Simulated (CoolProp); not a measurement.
Vapour pressure (bar) of water: the reference equation beside estimates from Tc = 647.1 K, pc = 220.6 bar, ω = 0.344. Clausius-Clapeyron is anchored at 532 K with a constant enthalpy of vaporisation of 30.05 kJ/mol.

Computed with CoolProp (reference Helmholtz-energy equation of state, Wagner 2002).

```csv
T (K),reference,Clausius-Clapeyron,van der Waals,Redlich-Kwong,Soave-Redlich-Kwong,Peng-Robinson
440.1,7.355,(withheld),38.12,15.06,(withheld),7.303
458.4,11.30,15.47,46.99,21.32,(withheld),11.29
476.8,16.77,20.97,57.16,29.31,16.97,16.85
495.2,24.12,27.80,68.66,39.23,24.57,24.32
513.6,33.73,36.10,81.54,51.28,34.54,34.11
532,46.05,46.05,95.85,65.68,47.29,46.66
550.3,61.45,57.73,111.6,82.52,63.20,62.35
568.7,80.62,71.39,128.9,(withheld),82.90,81.84
587.1,104.1,87.13,147.7,124.7,(withheld),105.6
605.5,132.5,(withheld),168.2,150.4,135.5,134.3
623.8,166.6,125.1,190.2,179.1,169.2,168.3
```

**Question.** Complete the blanks.

**Answer.** 
- 440.1, Clausius-Clapeyron: 11.15
- 440.1, Soave-Redlich-Kwong: 7.284
- 458.4, Soave-Redlich-Kwong: 11.33
- 568.7, Redlich-Kwong: 102.2
- 587.1, Soave-Redlich-Kwong: 106.8
- 605.5, Clausius-Clapeyron: 105.0

Absolute difference from the reference over all 11 rows, mean and median: Clausius-Clapeyron 19.6 and 16.3 %, van der Waals 148.5 and 108.1 %, Redlich-Kwong 47.9 and 42.6 %, Soave-Redlich-Kwong 2.0 and 2.3 %, Peng-Robinson 1.0 and 1.1 %.
